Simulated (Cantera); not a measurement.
A perfectly stirred reactor is fed with 1.63 % CH4, 0.407 % C2H6, 0.831 % C3H8, 16.9 % O2, 63.9 % N2, 16.3 % H2O, equivalence ratio 0.52, at 55000 Pa; it is adiabatic with a 350 K inlet, and is followed from long to short residence time, starting on the burning branch (τ in s: 0.086, 0.037, 0.016, 0.0067, 0.0029, 0.0012, 0.00052, 0.00022, 9.5e-05, 4e-05, 1.7e-05, 7.4e-06).

Computed with Cantera and GRI-Mech 3.0 (53 species, 325 reactions). GRI-Mech 3.0 was tuned for natural gas; its chemistry of propane as a main component is partial and can be far from experiment.

Problem. Predict: blow-out, bracketed by the residence times tried; x(CH4) at τ = 86.0 ms; x(C2H6) at τ = 86.0 ms; x(C3H8) at τ = 86.0 ms; x(O2) at τ = 86.0 ms; x(C2H2) at τ = 86.0 ms; x(CH4) at τ = 0.520 ms; x(C2H6) at τ = 0.520 ms; x(C3H8) at τ = 0.520 ms; x(O2) at τ = 0.520 ms.

Solution. 
| Quantity | Result |
|---|---|
| blow-out, bracketed by the residence times tried | burning at 6.70 ms, out at 2.90 ms |
| x(CH4) at τ = 86.0 ms | 2.51e-5 |
| x(C2H6) at τ = 86.0 ms | 1.59e-6 |
| x(C3H8) at τ = 86.0 ms | 3.54e-6 |
| x(O2) at τ = 86.0 ms | 0.0806 |
| x(C2H2) at τ = 86.0 ms | 3.03e-6 |
| x(CH4) at τ = 0.520 ms | 0.0163 |
| x(C2H6) at τ = 0.520 ms | 0.00407 |
| x(C3H8) at τ = 0.520 ms | 0.00831 |
| x(O2) at τ = 0.520 ms | 0.169 |
